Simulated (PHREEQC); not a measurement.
Make-up at 20 °C: 6.5 mmol/kgw HF, 53 mmol/kgw (NH4)2SiF6, 0.054 mmol/kgw H3BO3 and 13 mmol/kgw HCl. Closed to the air; pH follows from the charge balance.

Computed with PHREEQC (ion-association model, wateq4f.dat).

No solid was allowed to form.

Q: What pH does the model give?

A: pH 1.97.

Q: In which forms is F present?

A: SiF6-2 98 %, HF 1.8 % of the F.

Complexes and solids missing from the database can't appear. SiF6-2 is the database's only silicon fluoride. Real BF4- forms and hydrolyses slowly; the run takes it at equilibrium.
